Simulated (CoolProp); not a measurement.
Hexamethyldisiloxane (MM) at several states: density (kg/m³) from the reference equation and from simpler models built on Tc = 245.6 °C, pc = 1931 kPa, ω = 0.418; each cubic takes its own stable root.

The numbers come from the reference Helmholtz-energy equation of state, Thol 2016 in CoolProp.

| T (°C) | p (kPa) | phase | reference |
|---|---|---|---|
| -24.05 | 52.7 | liquid | 810.3 |
| 254.65 | 159 | gas | 6.054 |
| 57.45 | 1180 | liquid | 726.9 |

Q: How far does each simpler model (van der Waals, Soave-Redlich-Kwong, Peng-Robinson) lie from the reference over these 3 states: mean and median of the absolute difference, and the worst?

A: 
- van der Waals: mean 26.7 %, median 39.1 %, worst -40.5 % at -24.05 °C and 52.7 kPa
- Soave-Redlich-Kwong: mean 5.0 %, median 6.4 %, worst -8.4 % at -24.05 °C and 52.7 kPa
- Peng-Robinson: mean 2.9 %, median 2.9 %, worst +5.6 % at 57.45 °C and 1180 kPa
